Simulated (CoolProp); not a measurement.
Values from CoolProp's reference Helmholtz-energy equation of state, Thol 2019.

### Question
Give the vapour pressure (MPa), liquid density (kg/m³), vapour density (kg/m³), liquid cp (kJ/(kg K)) of saturated tetradecamethylhexasiloxane (MD4M) at 428.5 K.

### Answer
```csv
T (K),p (MPa),liquid density (kg/m³),vapour density (kg/m³),liquid cp (kJ/(kg K))
428.5,0.00459,758,0.598,1.99
```
